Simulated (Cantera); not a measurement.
A perfectly stirred reactor is fed with CH₄ : O₂ : N₂ = 1 : 1.43 : 5.37 (molar parts), at 0.260 bar; it is adiabatic with a 700 K inlet, and is followed from long to short residence time, starting on the burning branch (τ in s: 0.12, 0.048, 0.018, 0.0071, 0.0027, 0.001, 0.0004, 0.00015, 5.9e-05).

Model: GRI-Mech 3.0 (53 species, 325 reactions), integrated in Cantera.

### Question
Predict: blow-out, bracketed by the residence times tried; x(CH₄) at τ = 0.120 s; x(O₂) at τ = 0.120 s; x(CO₂) at τ = 0.120 s; x(CH₂O) at τ = 0.120 s; x(OH) at τ = 0.120 s; x(CH₄) at τ = 2.70 ms; x(O₂) at τ = 2.70 ms; x(CO₂) at τ = 2.70 ms; x(CH₂O) at τ = 2.70 ms; x(OH) at τ = 2.70 ms.

### Answer
| Item | Result |
|---|---|
| blow-out, bracketed by the residence times tried | burning at 0.400 ms, out at 0.150 ms |
| x(CH₄) at τ = 0.120 s | 1.20e-5 |
| x(O₂) at τ = 0.120 s | 0.000281 |
| x(CO₂) at τ = 0.120 s | 0.0426 |
| x(CH₂O) at τ = 0.120 s | 9.42e-7 |
| x(OH) at τ = 0.120 s | 0.00256 |
| x(CH₄) at τ = 2.70 ms | 0.000216 |
| x(O₂) at τ = 2.70 ms | 0.00202 |
| x(CO₂) at τ = 2.70 ms | 0.0414 |
| x(CH₂O) at τ = 2.70 ms | 1.92e-5 |
| x(OH) at τ = 2.70 ms | 0.00420 |
